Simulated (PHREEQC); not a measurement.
Solution (25 °C): 0.0029 mol Ag2SO4, 0.00018 mol NaCl and 0.00051 mol Zn(NO3)2 per kg of water. Closed to the air; pH follows from the charge balance.

All values are PHREEQC results (ion-association model, wateq4f.dat), not measurements.

| Quantity | Value |
|---|---|
| pH | 6.28 |
| ionic strength | 0.00942 mol/kgw |

```tsv
species	molality	activity	log γ
Ag+	0.00545	0.00493	-0.044
SO4-2	0.00260	0.00175	-0.171
NO3-	0.00102	0.000917	-0.045
Zn+2	0.000396	0.000270	-0.166
AgSO4-	0.000186	0.000168	-0.044
Na+	0.000178	0.000161	-0.043
AgCl	0.000160	0.000160	0.001
ZnSO4	0.000111	0.000111	0.001
Cl-	1.93e-5	1.75e-5	-0.044
Zn(SO4)2-2	2.36e-6	1.58e-6	-0.175
AgNO3	2.31e-6	2.32e-6	0.001
NaSO4-	1.56e-6	1.42e-6	-0.042
ZnOH+	6.21e-7	5.62e-7	-0.044
H+	5.77e-7	5.28e-7	-0.038
```

Precipitation was switched off in this run. Saturation is exceeded, for instance for Cerargyrite; the values hold only as long as no solid forms.
